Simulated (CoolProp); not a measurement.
Vapour pressure (MPa) of o-xylene: the reference equation beside estimates from Tc = 630.3 K, pc = 3.737 MPa, ω = 0.312. Clausius-Clapeyron is anchored at 507.1 K with a constant enthalpy of vaporisation of 29.44 kJ/mol.

Computed with CoolProp (reference Helmholtz-energy equation of state, Zhou 2012).

```json
[
 {"T (K)": "479.6", "reference": "0.4112", "Lee-Kesler": "0.4148", "Clausius-Clapeyron": "0.4536", "van der Waals": "1.132", "Redlich-Kwong": "0.6368", "Soave-Redlich-Kwong": "0.4153", "Peng-Robinson": "0.4109"},
 {"T (K)": "488.8", "reference": "0.4892", "Lee-Kesler": "0.4940", "Clausius-Clapeyron": "0.5212", "van der Waals": "1.239", "Redlich-Kwong": "0.7340", "Soave-Redlich-Kwong": "0.4951", "Peng-Robinson": "0.4894"},
 {"T (K)": "497.9", "reference": "0.5768", "Lee-Kesler": "0.5829", "Clausius-Clapeyron": "0.5950", "van der Waals": "1.351", "Redlich-Kwong": "0.8399", "Soave-Redlich-Kwong": "0.5850", "Peng-Robinson": "0.5777"},
 {"T (K)": "507.1", "reference": "0.6769", "Lee-Kesler": "0.6843", "Clausius-Clapeyron": "0.6769", "van der Waals": "1.471", "Redlich-Kwong": "0.9572", "Soave-Redlich-Kwong": "0.6878", "Peng-Robinson": "0.6789"},
 {"T (K)": "516.2", "reference": "0.7883", "Lee-Kesler": "0.7970", "Clausius-Clapeyron": "0.7656", "van der Waals": "1.596", "Redlich-Kwong": "1.084", "Soave-Redlich-Kwong": "0.8024", "Peng-Robinson": "0.7916"},
 {"T (K)": "525.4", "reference": "0.9144", "Lee-Kesler": "0.9244", "Clausius-Clapeyron": "0.8633", "van der Waals": "1.729", "Redlich-Kwong": "1.223", "Soave-Redlich-Kwong": "0.9321", "Peng-Robinson": "0.9195"},
 {"T (K)": "534.6", "reference": "1.055", "Lee-Kesler": "1.066", "Clausius-Clapeyron": "0.9694", "van der Waals": "1.868", "Redlich-Kwong": "1.374", "Soave-Redlich-Kwong": "1.077", "Peng-Robinson": "1.062"},
 {"T (K)": "543.7", "reference": "1.210", "Lee-Kesler": "1.222", "Clausius-Clapeyron": "1.083", "van der Waals": "2.013", "Redlich-Kwong": "1.535", "Soave-Redlich-Kwong": "1.236", "Peng-Robinson": "1.219"},
 {"T (K)": "552.9", "reference": "1.383", "Lee-Kesler": "1.396", "Clausius-Clapeyron": "1.207", "van der Waals": "2.166", "Redlich-Kwong": "1.711", "Soave-Redlich-Kwong": "1.413", "Peng-Robinson": "1.395"}
]
```

Absolute difference from the reference over all 9 rows, mean and median: Lee-Kesler 1.0 and 1.0 %, Clausius-Clapeyron 6.6 and 6.5 %, van der Waals 108.0 and 102.5 %, Redlich-Kwong 38.2 and 37.5 %, Soave-Redlich-Kwong 1.7 and 1.8 %, Peng-Robinson 0.4 and 0.4 %.
